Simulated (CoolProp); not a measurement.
Vapour-liquid equilibrium of toluene (1) + m-xylene (2) at 529.4 K; x and y are mole fractions of (1).

The numbers come from the multi-fluid Helmholtz-energy mixture model, Lemmon 2006 and Zhou 2012; pair parameters Bell 2016 in CoolProp.

Task: Give the bubble pressure and the first vapour's composition at x = 0.05, 0.65, 0.95. Is there an azeotrope?

Result: x = 0.05: 11.24 bar, y = 0.072; x = 0.65: 15.81 bar, y = 0.723; x = 0.95: 17.95 bar, y = 0.961. No azeotrope shows between x = 0.05 and 0.95.

Pair parameters are fitted to limited data, so mixtures are less certain than the pure fluids.
